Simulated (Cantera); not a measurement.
An adiabatic, constant-pressure homogeneous reactor starts with 9.33 % CH₄, 2.71 % C₂H₆, 0.317 % C₃H₈, 14.8 % O₂, 72.8 % N₂, equivalence ratio 2.0, at 1650 K and 23.0 bar.

Computed with Cantera and GRI-Mech 3.0 (53 species, 325 reactions). The pressure lies above the range GRI-Mech 3.0 was tuned for (to about 10 atm).

x: mole fraction; the columns are a selection and need not sum to one.

```csv
t (s),T (K),x CH₄,x C₂H₆,x C₃H₈,x HCN,x CH₃,x N₂O
3.00e-6,1669,0.0873,0.0198,0.00202,9.07e-11,0.00115,2.69e-8
9.27e-6,2580,0.00367,4.90e-6,5.51e-9,8.02e-5,0.00181,3.86e-8
2.86e-5,2585,0.000667,9.16e-8,1.61e-11,0.000161,0.000239,3.73e-8
8.84e-5,2578,…,4.41e-12,<1e-12,…,…,…
0.000273,2579,3.68e-9,<1e-12,<1e-12,5.58e-6,1.30e-9,3.38e-8
0.000844,2579,3.47e-9,<1e-12,<1e-12,2.82e-6,1.23e-9,1.96e-8
0.00261,2580,3.44e-9,<1e-12,<1e-12,2.14e-6,1.22e-9,1.73e-8
0.00805,2580,3.43e-9,<1e-12,<1e-12,2.12e-6,1.22e-9,1.72e-8
0.0249,2580,3.43e-9,<1e-12,<1e-12,2.12e-6,1.22e-9,1.72e-8
0.0769,2580,3.43e-9,<1e-12,<1e-12,2.12e-6,1.22e-9,1.72e-8
0.237,2580,3.43e-9,<1e-12,<1e-12,2.12e-6,1.22e-9,1.72e-8
0.734,2580,3.43e-9,<1e-12,<1e-12,2.12e-6,1.22e-9,1.72e-8
2.27,2580,3.43e-9,<1e-12,<1e-12,2.12e-6,1.22e-9,1.72e-8
7.00,2580,3.43e-9,<1e-12,<1e-12,2.12e-6,1.22e-9,1.72e-8
```

Complete the blanks.


- 8.84e-5, x CH₄: 4.43e-6
- 8.84e-5, x HCN: 4.66e-5
- 8.84e-5, x CH₃: 1.54e-6
- 8.84e-5, x N₂O: 5.70e-8
